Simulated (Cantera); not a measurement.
## Gas activation for diamond growth

A perfectly stirred reactor is fed with CH4 : H2 : CO2 = 0.016 : 1 : 0.0055 (molar parts), at 0.0670 bar; it is held at 1998 K, and followed from long to short residence time.

Detailed kinetics in Cantera: GRI-Mech 3.0 (53 species, 325 reactions). GRI-Mech 3.0 stops at C3 and has no aromatics, soot or wall deposition, so with more carbon than oxygen in the feed, carbon stays in small species such as C2H2 where larger ones or solid carbon would form.

```
τ (s)      x CH4   x H2     x CO2    x CH2   x HO2  x H2O2
------  --------  -----  --------  -------  ------  ------
6.5     0.000521  0.978   3.31e-6  5.08e-7  <1e-12  <1e-12
2.8     0.000775  0.977   6.46e-6  7.35e-7  <1e-12  <1e-12
1.2      0.00116  0.977   1.22e-5  1.05e-6  <1e-12  <1e-12
0.50     0.00176  0.976   2.45e-5  1.51e-6  <1e-12  <1e-12
0.21     0.00269  0.975   5.26e-5  2.10e-6  <1e-12  <1e-12
0.090    0.00406  0.975  0.000119  2.81e-6  <1e-12  <1e-12
0.038    0.00607  0.974  0.000286  3.55e-6  <1e-12  <1e-12
0.016    0.00869  0.973  0.000687  4.03e-6  <1e-12  <1e-12
0.0069    0.0115  0.973   0.00153  3.80e-6  <1e-12  <1e-12
0.0029    0.0138  0.974   0.00304  2.47e-6  <1e-12  <1e-12
0.0012    0.0150  0.977   0.00458  8.50e-7  <1e-12  <1e-12
```
x: mole fraction; the columns are a selection and need not sum to one.
